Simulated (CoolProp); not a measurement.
Vapour-liquid equilibrium of CHF3 (R23) (1) + R227EA (2) at -103.25 °C; x and y are mole fractions of (1).

Values from CoolProp's multi-fluid Helmholtz-energy mixture model, Penoncello 2003 and Lemmon 2016; pair parameters Bell 2016.

Task: Give the bubble pressure and the first vapour's composition at x = 0.2, 0.65, 0.8. Is there an azeotrope?

Result: x = 0.2: 0.007111 MPa, y = 0.977; x = 0.65: 0.01820 MPa, y = 0.995; x = 0.8: 0.02071 MPa, y = 0.997. No azeotrope shows between x = 0.05 and 0.95.

The pair parameters rest on a limited set of measurements; away from them the model extrapolates.
